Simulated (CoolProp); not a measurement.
A closed Brayton cycle with carbon dioxide: compressor inlet 331.15 K and 9 MPa, high pressure 28.2 MPa, turbine inlet 865 K, compressor efficiency 0.89, turbine efficiency 0.93, recuperator effectiveness 0.95 (on enthalpy, no pinch check). Each further row changes one setting.

The numbers come from the reference Helmholtz-energy equation of state, Span 1996 in CoolProp.

```json
[
 {"case": "as stated", "thermal efficiency (%)": "39.0", "net work (kJ/kg)": "102", "compressor to turbine work": "0.37", "compressor exit (K)": "425.7", "turbine exit (K)": "720.4"},
 {"case": "turbine inlet 815 K", "thermal efficiency (%)": "36.8", "net work (kJ/kg)": "91.2", "compressor to turbine work": "0.40", "compressor exit (K)": "425.7", "turbine exit (K)": "675.6"},
 {"case": "compressor inlet 341.15 K", "thermal efficiency (%)": "37.7", "net work (kJ/kg)": "___", "compressor to turbine work": "0.41", "compressor exit (K)": "442.8", "turbine exit (K)": "720.4"},
 {"case": "high pressure 24 MPa", "thermal efficiency (%)": "___", "net work (kJ/kg)": "___", "compressor to turbine work": "0.35", "compressor exit (K)": "___", "turbine exit (K)": "740.2"},
 {"case": "recuperator effectiveness 0.5", "thermal efficiency (%)": "24.6", "net work (kJ/kg)": "102", "compressor to turbine work": "0.37", "compressor exit (K)": "425.7", "turbine exit (K)": "720.4"}
]
```

Question: Fill in the missing entries.

Answer: 
- compressor inlet 341.15 K, net work (kJ/kg): 94.9
- high pressure 24 MPa, thermal efficiency (%): 38.7
- high pressure 24 MPa, net work (kJ/kg): 91.1
- high pressure 24 MPa, compressor exit (K): 412.1
